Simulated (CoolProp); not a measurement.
Computed with CoolProp (reference Helmholtz-energy equation of state, Gao 2022).

For n-perfluorobutane, give the phase and the density (kg/m³), Joule-Thomson coefficient (K/MPa) at 113.35 °C and 9510 kPa; 67.25 °C and 10000 kPa.


- 113.35 °C and 9510 kPa: supercritical; density 1240, Joule-Thomson coefficient 0.197
- 67.25 °C and 10000 kPa: liquid; density 1420, Joule-Thomson coefficient -0.105
